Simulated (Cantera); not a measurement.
What does this Cantera script print?

```python
import numpy as np
import cantera as ct

gas_names = """
    O3 CO2 CO O
""".split()
cond_names = """
    C(gr)
""".split()


# ... load() reads the species with a 1 bar reference pressure and builds the phases ...
species = {s.name: s for s in load("nasa_gas.yaml", gas_names) + load("nasa_condensed.yaml", cond_names)}
# Each term lists the table entries of one substance; the one whose range holds T is used.
reactions = {
    '2 O3(g) + 3 C = 3 CO2(g)':
        [(-2, ['O3']), (-3, ['C(gr)']), (3, ['CO2'])],
    'CO(g) = C + O(g)':
        [(-1, ['CO']), (1, ['C(gr)']), (1, ['O'])],
}


def pick(names, T):
    return next(species[n] for n in names if species[n].thermo.min_temp <= T <= species[n].thermo.max_temp)


results = []
for label, terms in reactions.items():
    print(label)
    print("     T/K   dH/kJ  dS/(J/K)   dG/kJ   log10 K")
    for T in [850, 900, 950, 1000, 1050, 1100, 1150, 1200, 1250]:
        used = [(nu, pick(names, T)) for nu, names in terms]
        dH = sum(nu * s.thermo.h(T) for nu, s in used) / 1e6
        dS = sum(nu * s.thermo.s(T) for nu, s in used) / 1e3
        dG = dH - T * dS / 1e3
        logK = -dG * 1e6 / (ct.gas_constant * T * np.log(10))
        results.append((label, T, dH, dS, dG, logK, [s.name for _, s in used]))
        print(f"{T:8g} {dH:8.1f} {dS:8.1f} {dG:8.1f} {logK:8.2f}")
```

It prints:

```
2 O3(g) + 3 C = 3 CO2(g)
     T/K   dH/kJ  dS/(J/K)   dG/kJ   log10 K
     850  -1467.6    141.4  -1587.9    97.58
     900  -1468.3    140.7  -1594.9    92.57
     950  -1469.0    140.0  -1601.9    88.08
    1000  -1469.6    139.3  -1608.9    84.04
    1050  -1470.3    138.6  -1615.9    80.38
    1100  -1470.9    138.1  -1622.8    77.06
    1150  -1471.5    137.5  -1629.7    74.02
    1200  -1472.1    137.0  -1636.5    71.24
    1250  -1472.7    136.6  -1643.4    68.67
CO(g) = C + O(g)
     T/K   dH/kJ  dS/(J/K)   dG/kJ   log10 K
     850    363.3    -24.8    384.4   -23.62
     900    363.7    -24.3    385.6   -22.38
     950    364.2    -23.8    386.8   -21.27
    1000    364.7    -23.3    388.0   -20.27
    1050    365.1    -22.8    389.1   -19.36
    1100    365.6    -22.4    390.3   -18.53
    1150    366.1    -22.0    391.4   -17.78
    1200    366.6    -21.6    392.5   -17.08
    1250    367.0    -21.2    393.5   -16.44
```

Source: NASA polynomial tables (part measured, part estimated), evaluated in Cantera. Condensed species are held in their standard states even where they would react or evaporate.
